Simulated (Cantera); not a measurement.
Input: 1 mol Fe, 0.072 mol SO2, a varied amount of H2, at 800 °C and 1 atm.

Method: chemical equilibrium by Gibbs-energy minimisation in Cantera with the NASA 1993 tables (ideal gas, pure condensed phases). Candidate condensed phases: Fe, FeO, Fe(OH)2, Fe(OH)3, FeS, FeSO4, FeS2, Fe2O3, Fe2(SO4)3, Fe3O4, H2O, H2SO4, S; 22 gas species. Mutual solubility and eutectic melting of coexisting phases are not modelled. FeS: taken at fixed stoichiometry. Equilibrium is a limit: real reactors are often held back by kinetics, nucleation or transport.

x: gas mole fraction; n: condensed amount in mol.

```json
[
 {"n(H2) (mol)": "13", "x H2": "0.987", "x H2O": "0.0111", "x H2S": "0.00187", "x SH": "4.36e-8", "x H": "1.39e-8", "n Fe(α)": "0.952", "n FeS(s)": "0.0476"},
 {"n(H2) (mol)": "16", "x H2": "0.989", "x H2O": "0.00900", "x H2S": "0.00188", "x SH": "4.36e-8", "x H": "1.39e-8", "n Fe(α)": "0.958", "n FeS(s)": "0.0420"},
 {"n(H2) (mol)": "20", "x H2": "0.991", "x H2O": "0.00720", "x H2S": "0.00188", "x SH": "4.36e-8", "x H": "1.39e-8", "n Fe(α)": "0.966", "n FeS(s)": "0.0344"},
 {"n(H2) (mol)": "24", "x H2": "0.992", "x H2O": "0.00600", "x H2S": "0.00188", "x SH": "4.37e-8", "x H": "1.39e-8", "n Fe(α)": "0.973", "n FeS(s)": "0.0268"},
 {"n(H2) (mol)": "29", "x H2": "0.993", "x H2O": "(withheld)", "x H2S": "0.00188", "x SH": "4.37e-8", "x H": "1.39e-8", "n Fe(α)": "0.983", "n FeS(s)": "(withheld)"},
 {"n(H2) (mol)": "35", "x H2": "0.994", "x H2O": "0.00411", "x H2S": "0.00189", "x SH": "4.37e-8", "x H": "1.39e-8", "n Fe(α)": "0.994", "n FeS(s)": "0.00597"},
 {"n(H2) (mol)": "42", "x H2": "0.995", "x H2O": "0.00343", "x H2S": "0.00171", "x SH": "3.97e-8", "x H": "1.39e-8", "n Fe(α)": "1.00", "n FeS(s)": "0"},
 {"n(H2) (mol)": "51", "x H2": "0.996", "x H2O": "0.00282", "x H2S": "0.00141", "x SH": "3.27e-8", "x H": "1.39e-8", "n Fe(α)": "1.00", "n FeS(s)": "0"},
 {"n(H2) (mol)": "62", "x H2": "0.997", "x H2O": "0.00232", "x H2S": "0.00116", "x SH": "2.69e-8", "x H": "1.39e-8", "n Fe(α)": "1.00", "n FeS(s)": "0"},
 {"n(H2) (mol)": "75", "x H2": "0.997", "x H2O": "(withheld)", "x H2S": "(withheld)", "x SH": "(withheld)", "x H": "1.39e-8", "n Fe(α)": "1.00", "n FeS(s)": "0"},
 {"n(H2) (mol)": "90", "x H2": "0.998", "x H2O": "0.00160", "x H2S": "0.000800", "x SH": "1.85e-8", "x H": "1.39e-8", "n Fe(α)": "1.00", "n FeS(s)": "0"},
 {"n(H2) (mol)": "110", "x H2": "0.998", "x H2O": "0.00131", "x H2S": "0.000655", "x SH": "1.51e-8", "x H": "1.40e-8", "n Fe(α)": "1.00", "n FeS(s)": "0"},
 {"n(H2) (mol)": "130", "x H2": "0.998", "x H2O": "0.00111", "x H2S": "0.000554", "x SH": "1.28e-8", "x H": "1.40e-8", "n Fe(α)": "1.00", "n FeS(s)": "0"}
]
```

Q: Fill in the missing entries.

A: 
- 75, x H2O: 0.00192
- 75, x H2S: 0.000960
- 75, x SH: 2.22e-8
- 29, x H2O: 0.00497
- 29, n FeS(s): 0.0173
